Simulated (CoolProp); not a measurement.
Saturation properties of methane.

Computed with CoolProp (reference Helmholtz-energy equation of state, Setzmann 1991).

```
T (K)     p (bar)  vapour density (kg/m³)  vapour viscosity (µPa s)  liquid conductivity (mW/(m K))
-----  ----------  ----------------------  ------------------------  ------------------------------
124.5       2.601              (withheld)                      4.76                             166
129.9       3.651                   5.947                      4.98                             158
135.3       4.986              (withheld)                      5.21                             150
140.7       6.647              (withheld)                      5.44                      (withheld)
146.1       8.678                   13.63                      5.69                      (withheld)
151.5  (withheld)                   17.47                (withheld)                             127
157         14.09                   22.29                      6.28                             119
162.4       17.51                   28.14                      6.65                             112
167.8       21.49                   35.45                (withheld)                             104
```

Task: Complete the blanks.

Result: 
- 124.5, vapour density (kg/m³): 4.333
- 135.3, vapour density (kg/m³): 7.980
- 140.7, vapour density (kg/m³): 10.51
- 140.7, liquid conductivity (mW/(m K)): 143
- 146.1, liquid conductivity (mW/(m K)): 135
- 151.5, p (bar): 11.12
- 151.5, vapour viscosity (µPa s): 5.97
- 167.8, vapour viscosity (µPa s): 7.09

It boils at 111.7 K under 1 atm.

Viscosity comes from a separate model (Quiñones-Cisneros 2006). Thermal conductivity comes from a separate model (Friend 1989).
